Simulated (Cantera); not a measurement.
Charge: 1 mol V2O5, 46 mol H2, 5.2 mol H2O, equilibrated at 0.00133 bar.

These are equilibrium values from Cantera (NASA tables, ideal gas, pure condensed phases), not measurements of a reactor. Candidate condensed phases: H2O, V, VO, V2O3, V2O4, V2O5; 12 gas species. Condensed phases not in the tables: the oxides between V2O3 and V2O5 other than VO2. Rates play no part.

x: gas mole fraction; n: condensed amount in mol.

```csv
T (K),x H2,x H2O,x H,x VO2,x VO,n V2O3(s)
1298,0.859,0.141,2.72e-5,4.97e-9,3.93e-12,1.00
1398,0.859,0.141,0.000120,1.19e-7,1.94e-10,1.000
1498,0.859,0.141,0.000436,1.84e-6,5.59e-9,1.000
1598,0.858,0.141,0.00135,2.00e-5,1.04e-7,0.999
1698,0.856,0.140,0.00366,0.000161,1.36e-6,0.996
1798,0.851,0.139,(withheld),(withheld),(withheld),0.973
1898,0.839,0.136,(withheld),(withheld),(withheld),(withheld)
1998,0.814,0.123,0.0396,0.0219,0.000619,0.398
2098,0.776,0.112,0.0742,0.0348,0.00140,0
```

### Question
Some entries are withheld; supply them.

### Answer

- 1798, x H: 0.00889
- 1798, x VO2: 0.00102
- 1798, x VO: 1.31e-5
- 1898, x H: 0.0196
- 1898, x VO2: 0.00523
- 1898, x VO: 9.88e-5
- 1898, n V2O3(s): 0.862
